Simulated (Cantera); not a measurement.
A freely propagating, adiabatic, planar premixed flame of H₂ : O₂ : N₂ = 1 : 0.769 : 2.89 (molar parts), equivalence ratio 0.65, unburnt at 300 K and 1.20 bar; mixture-averaged transport, grid criteria slope 0.08 and curve 0.16, no radiation.

Cantera simulation using the H2/O2 subset of GRI-Mech 3.0, which has no nitrogen chemistry; the numbers are that mechanism's predictions, not measurements. Burning velocities carry a grid error of a few per cent, more on coarse grids. Lean hydrogen flames are cellular in practice and burn faster than this planar one.

How do the results move with these cheaper or finer settings: unity-Lewis-number transport; multicomponent transport; multicomponent+Soret transport; grid criteria slope 0.5, curve 1; grid criteria slope 0.25, curve 0.5; grid criteria slope 0.03, curve 0.06?


| setting | laminar burning velocity | thermal thickness | peak x(HO₂) | peak x(H₂O₂) | grid points |
|---|---|---|---|---|---|
| as above | 95.1 cm/s | 0.291 mm | 0.000437 | 9.72e-5 | 112 |
| unity-Lewis-number transport | 109 cm/s | 0.226 mm | 0.000337 | 3.59e-5 | 114 |
| multicomponent transport | 95.0 cm/s | 0.284 mm | 0.000440 | 9.96e-5 | 112 |
| multicomponent+Soret transport | 82.8 cm/s | 0.293 mm | 0.000415 | 9.73e-5 | 112 |
| grid criteria slope 0.5, curve 1 | 112 cm/s | 0.345 mm | 0.000392 | 9.82e-5 | 38 |
| grid criteria slope 0.25, curve 0.5 | 95.2 cm/s | 0.308 mm | 0.000425 | 9.75e-5 | 48 |
| grid criteria slope 0.03, curve 0.06 | 96.9 cm/s | 0.285 mm | 0.000443 | 9.72e-5 | 261 |
The base run took roughly 1.1 core-seconds.
Unity Lewis numbers drop preferential diffusion, which matters most where H2 and H carry the flame; Soret adds thermal diffusion.
